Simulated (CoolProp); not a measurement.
Model: reference Helmholtz-energy equation of state, Lemmon 2006, in CoolProp. It is a short technical equation, of lower accuracy than the large ones.

Question: For CH3F (R41), give the phase and the Z, cp (kJ/(kg K)), cv (kJ/(kg K)) at 72.45 °C and 0.967 MPa; 72.45 °C and 5.01 MPa; 72.45 °C and 26 MPa.

Answer: 
- 72.45 °C and 0.967 MPa: gas; Z 0.950, cp 1.28, cv 0.975
- 72.45 °C and 5.01 MPa: gas; Z 0.716, cp 2.09, cv 1.15
- 72.45 °C and 26 MPa: supercritical; Z 0.522, cp 2.41, cv 1.22
